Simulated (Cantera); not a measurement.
Charge: 1 mol SiH2Cl2, 7.7 mol O3, equilibrated at 0.000230 bar.

Method: chemical equilibrium by Gibbs-energy minimisation in Cantera with the NASA 1993 tables (ideal gas, pure condensed phases). Candidate condensed phases: H2O, Si, SiO2; 30 gas species. The tables hold silica as quartz up to 1696 K and as liquid above; real silica turns to tridymite and cristobalite and melts near 1996 K. Kinetics and transport are ignored. All values below are at 1350 °C.

Base state: O2 0.807, HCl 0.0880, Cl 0.0684, H2O 0.0335, OH 0.00139, O 0.00113, Cl2 6.81e-5, H2 2.13e-5 (mole fractions); condensed: SiO2(β-quartz).

### Question
What changes in the equilibrium state with this change: SiH2Cl2 replaced by HMDSO?

### Answer
```
species               before     after
-------------------  -------  --------
H2O                   0.0335     0.578
CO2                        0     0.360
CO                         0    0.0399
O2                     0.807  0.000255
HCl                   0.0880         0
Cl                    0.0684         0
H2                   2.13e-5    0.0207
Cl2                  6.81e-5         0
ClO                  1.98e-5         0
SiO2(β-quartz), mol    1.000      2.00
```
The feed counts by its element totals alone. Further candidate phases: C, C6H6, C7H8, C8H18, SiC.
